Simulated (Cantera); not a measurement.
Input: 1 mol Si3N4, 0.0089 mol Si, 8.9 mol N2, equilibrated at 2325 K and 1.65 Torr.

These are equilibrium values from Cantera (NASA tables, ideal gas, pure condensed phases), not measurements of a reactor. Candidate condensed phases: Si, Si3N4; 7 gas species. The tables' values for SiN are old estimates; treat these amounts as uncertain. Equilibrium is a limit: real reactors are often held back by kinetics, nucleation or transport.

Base state: N2 0.785, Si 0.211, Si2 0.00170, SiN 0.00117, Si2N 0.000472, Si3 0.000126 (mole fractions); condensed: gas only.

**Question.** What changes in the equilibrium state with this change: pressure from 1.65 Torr to 10.0 Torr?

**Answer.** 
```json
[
 {"species": "N2", "before": "0.785", "after": "0.908"},
 {"species": "Si", "before": "0.211", "after": "0.0870"},
 {"species": "Si2", "before": "0.00170", "after": "0.00175"},
 {"species": "Si2N", "before": "0.000472", "after": "0.00129"},
 {"species": "Si3", "before": "0.000126", "after": "0.000325"},
 {"species": "SiN", "before": "0.00117", "after": "0.00128"},
 {"species": "Si(l), mol", "before": "0", "after": "1.87"}
]
```

**Question.** What changes in the equilibrium state with this change: pressure from 1.65 Torr to 0.525 Torr?

**Answer.** 
```tsv
species	before	after
N2	0.785	0.784
Si	0.211	0.215
SiN	0.00117	0.000673
Si2	0.00170	0.000560
Si3	0.000126	1.34e-5
Si2N	0.000472	8.74e-5
```
